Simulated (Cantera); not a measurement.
What does this Cantera script print?

```python
import numpy as np
import cantera as ct

gas_names = """
    NO2 O2
""".split()
cond_names = """
    V2O5(s) V2O5(L) VN(s)
""".split()


# ... load() reads the species with a 1 bar reference pressure and builds the phases ...
species = {s.name: s for s in load("nasa_gas.yaml", gas_names) + load("nasa_condensed.yaml", cond_names)}
# Each term lists the table entries of one substance; the one whose range holds T is used.
reactions = {
    '2 V2O5 + 4 NO2(g) = 4 VN + 9 O2(g)':
        [(-2, ['V2O5(s)', 'V2O5(L)']), (-4, ['NO2']), (4, ['VN(s)']), (9, ['O2'])],
}


def pick(names, T):
    return next(species[n] for n in names if species[n].thermo.min_temp <= T <= species[n].thermo.max_temp)


results = []
for label, terms in reactions.items():
    print(label)
    print("     T/K   dH/kJ  dS/(J/K)   dG/kJ   log10 K")
    for T in [300, 473, 673, 873, 1073, 1273, 1473]:
        used = [(nu, pick(names, T)) for nu, names in terms]
        dH = sum(nu * s.thermo.h(T) for nu, s in used) / 1e6
        dS = sum(nu * s.thermo.s(T) for nu, s in used) / 1e3
        dG = dH - T * dS / 1e3
        logK = -dG * 1e6 / (ct.gas_constant * T * np.log(10))
        results.append((label, T, dH, dS, dG, logK, [s.name for _, s in used]))
        print(f"{T:8g} {dH:8.1f} {dS:8.1f} {dG:8.1f} {logK:8.2f}")
```

Output:

```
2 V2O5 + 4 NO2(g) = 4 VN + 9 O2(g)
     T/K   dH/kJ  dS/(J/K)   dG/kJ   log10 K
     300   2095.9    773.7   1863.8  -324.50
     473   2093.3    767.5   1730.3  -191.07
     673   2085.5    753.9   1578.1  -122.48
     873   2076.2    741.8   1428.6   -85.47
    1073   1935.3    592.8   1299.2   -63.24
    1273   1923.9    583.1   1181.7   -48.49
    1473   1914.4    576.1   1065.8   -37.79
```

Source: NASA polynomial tables (part measured, part estimated), evaluated in Cantera. VN: taken at fixed stoichiometry. Condensed species are held in their standard states even where they would react or evaporate.
